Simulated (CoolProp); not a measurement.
Vapour-liquid equilibrium of CH2F2 (R32) (1) + R236FA (2) at 94.3 kPa; x and y are mole fractions of (1).

The numbers come from the multi-fluid Helmholtz-energy mixture model, Tillner-Roth 1997 and Pan 2012; pair parameters Bell 2016 in CoolProp.

Q: Give the bubble temperature and the first vapour's composition at x = 0.2, 0.725, 0.875. Is there an azeotrope?

A: x = 0.2: -25.3 °C, y = 0.705; x = 0.725: -47.5 °C, y = 0.968; x = 0.875: -50.7 °C, y = 0.987. No azeotrope shows between x = 0.05 and 0.95.

The pair parameters rest on a limited set of measurements; away from them the model extrapolates. The gap from Raoult's law changes sign with composition, which may be real or a fault of the pair parameters; it wasn't checked against measurements.
